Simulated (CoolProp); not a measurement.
Properties of isohexane along the isotherm 418.8 K.

The numbers come from the reference Helmholtz-energy equation of state, Lemmon 2006 in CoolProp. It is a short technical equation, of lower accuracy than the large ones.

```tsv
p (MPa)	phase	Z	expansivity (1/kK)
1.9	liquid	0.09017	2.689
3.8	liquid	[?]	[?]
5.7	liquid	0.2631	[?]
7.61	liquid	0.3474	2.043
9.51	liquid	0.4298	1.915
11.4	liquid	0.5105	1.810
13.3	liquid	[?]	[?]
15.2	liquid	[?]	1.643
```

Complete the blanks.


- 3.8, Z: 0.1777
- 3.8, expansivity (1/kK): 2.409
- 5.7, expansivity (1/kK): 2.203
- 13.3, Z: 0.5906
- 13.3, expansivity (1/kK): 1.720
- 15.2, Z: 0.6698
